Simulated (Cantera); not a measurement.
Predominance diagram of Na at 927 °C against the partial pressures of O₂ and S₂ (log10, bar). Source: NASA polynomial tables (part measured, part estimated), evaluated in Cantera. Candidates: Na(l), Na₂O(s), Na₂S(s), Na₂SO₄(l). Only these pure phases compete in this equilibrium. Not in the tables: pyrosulfates.

```
log p(S₂) \ log p(O₂)
        columns: -34, -31.5, -29, -26.5, -24, -21.5, -19, -16.5, -14, -11.5, -9, -6.5, -4, -1.5, 1
      0  A A A A A A A A A B C C C C C
   -1.2  A A A A A A A A A B C C C C C
   -2.3  A A A A A A A A A B C C C C C
   -3.5  A A A A A A A A A B C C C C C
   -4.6  A A A A A A A A A B B C C C C
   -5.8  A A A A A A A A A B B C C C C
   -6.9  A A A A A A A A A B B C C C C
   -8.1  A A A A A A A A A B B C C C C
   -9.2  A A A A A A A A A B B B C C C
  -10.4  A A A A A A A A A B B B C C C
  -11.5  A A A A A A A A A B B B C C C
  -12.7  A A A A A A A A A B B B C C C
  -13.8  A A A A A A A A A B B B C C C
    -15  A A A A A A A A A B B B B C C
```

A: Na₂S(s); B: Na₂SO₄(l); C: out of reach (another gas would pass 10 bar, or a non-metal would condense).
